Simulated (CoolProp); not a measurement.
Saturated liquid density (kg/m³) of R1336mzz(Z): the reference equation beside estimates from Tc = 171.3 °C, pc = 29.04 bar, ω = 0.386. Rackett uses Z = 0.29056 − 0.08775 ω.

Computed with CoolProp (reference Helmholtz-energy equation of state, McLinden 2020).

| T (°C) | reference | Rackett | Redlich-Kwong | Peng-Robinson |
|---|---|---|---|---|
| 48.05 | 1303 | 1289 | 1040 | 1256 |
| 59.25 | 1271 | 1257 | 1009 | 1223 |
| 70.45 | (withheld) | 1223 | 976.4 | (withheld) |
| 81.65 | 1202 | 1188 | 941.3 | 1148 |
| 92.85 | 1164 | 1150 | 903.8 | 1105 |
| 104.05 | 1124 | 1110 | 863.3 | 1057 |
| 115.35 | 1080 | 1066 | 818.8 | (withheld) |
| 126.55 | 1031 | 1017 | 770.1 | 941.4 |
| 137.75 | 974.2 | 962.1 | 715.3 | 870.3 |

Q: Some entries are withheld; supply them.

A: 
- 70.45, reference: 1237
- 70.45, Peng-Robinson: 1187
- 115.35, Peng-Robinson: 1003

Absolute difference from the reference over all 9 rows, mean and median: Rackett 1.2 and 1.2 %, Redlich-Kwong 22.8 and 22.4 %, Peng-Robinson 5.9 and 5.1 %.
